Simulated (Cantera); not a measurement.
An adiabatic, constant-volume homogeneous reactor starts with CH₃OH : O₂ : N₂ = 1 : 3.49 : 19.5 (molar parts), equivalence ratio 0.43, at 1123 K and 975 Torr.

Model: GRI-Mech 3.0 (53 species, 325 reactions), integrated in Cantera. GRI-Mech 3.0 was tuned for natural gas; its chemistry of methanol as a main component is partial and can be far from experiment.

Predict: time of steepest temperature rise; temperature at 4.00 s; equilibrium temperature; x(O₂) at 4.00 s; x(N₂O) at 4.00 s.


| Item | Value |
|---|---|
| time of steepest temperature rise | 38.5 ms |
| temperature at 4.00 s | 2055 K |
| equilibrium temperature | 2055 K |
| x(O₂) at 4.00 s | 0.0782 (gas-phase equilibrium 0.0781) |
| x(N₂O) at 4.00 s | 4.78e-7 (gas-phase equilibrium 4.77e-7) |
